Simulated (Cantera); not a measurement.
Input (Python, Cantera) and output of one run.

```python
import numpy as np
import cantera as ct

gas_names = """
    AL ALCL ALCL2 ALCL3 ALH ALN AL2 AL2CL6 CL CL2 H HCL H2 N NH NH2 NH3 N2 N2H2 N2H4
""".split()
cond_names = """
    AL(cr) AL(L) ALCL3(s) ALCL3(L) ALN(s) NH4CL(a) NH4CL(b)
""".split()


# ... load() reads the species with a 1 bar reference pressure and builds the phases ...
atoms = {
    'Al': {'AL': 1},
    'HCl': {'H': 1, 'CL': 1},
    'N2': {'N': 2},
}
top_T = {'ALN(s)': 2750}  # K; cautious upper limits of use, not melting points


# ... equilibrate(T, P, feed) seeds the gas with the atoms and calls Mixture.equilibrate('TP', solver="vcs", rtol=1e-11, max_steps=5000) ...
results = []
feed = {'Al': 1, 'HCl': 9.8, 'N2': 0.18}  # mol
T = 1023.15  # K
P = 55000  # Pa
mix = equilibrate(T, P, feed)
results.append((T, P, feed, dict(zip(mix.species_names, mix.species_moles))))
print(gas.report(threshold=0.0001))
for i in range(1, mix.n_phases):
    print(f"{mix.phase(i).name:16s} {mix.phase_moles(i):12.5e} mol")
```

Result:

```
       temperature   1023.1 K
          pressure   55000 Pa
           density   0.26563 kg/m^3
  mean mol. weight   41.085 kg/kmol
   phase of matter   gas

                          1 kg             1 kmol
                     ---------------   ---------------
          enthalpy       -2.4945e+06       -1.0248e+08  J
   internal energy       -2.7015e+06       -1.1099e+08  J
           entropy            6001.5        2.4657e+05  J/K
    Gibbs function       -8.6349e+06       -3.5476e+08  J
 heat capacity c_p            897.02             36854  J/K
 heat capacity c_v            694.65             28540  J/K

                      mass frac. Y      mole frac. X     chem. pot. / RT
                     ---------------   ---------------   ---------------
             ALCL3           0.33963           0.10465           -114.26
            AL2CL6         0.0028452        0.00043836           -228.52
               HCL            0.6368           0.71762           -36.117
                H2         0.0077674           0.15829           -20.004
                N2          0.012952          0.018995           -29.482
     [  +15 minor]        1.1916e-06        2.4838e-06

AL(L)             0.00000e+00 mol
ALCL3(L)          0.00000e+00 mol
ALN(s)            0.00000e+00 mol
```

These are equilibrium values from Cantera (NASA tables, ideal gas, pure condensed phases), not measurements of a reactor.
